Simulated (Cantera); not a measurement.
Charge: 1 mol Si, 4 mol NF₃, 62 mol H₂, equilibrated at 1025 °C and 1.40 Pa.

Equilibrium computed with Cantera from the NASA thermochemical tables; the gas is ideal and each condensed phase is pure. Candidate condensed phases: Si, Si₃N₄; 37 gas species. The tables' values for SiF₃, SiF₂ are old estimates; treat these amounts as uncertain. Equilibrium is a limit: real reactors are often held back by kinetics, nucleation or transport.

Base state: H₂ 0.840, HF 0.116, N₂ 0.0290, SiF₄ 0.0140, SiF₃ 0.000421, H 0.000262, SiF₂ 1.08e-5 (mole fractions); condensed: gas only.

Q: What changes in the equilibrium state with this change: H₂ from 62 to 0.28 mol?

A: 
```tsv
species	before	after
F	<1e-9	0.676
N₂	0.0290	0.182
SiF₄	0.0140	0.0909
H₂	0.840	<1e-9
HF	0.116	0.0509
SiF₃	0.000421	<1e-9
H	0.000262	<1e-9
```
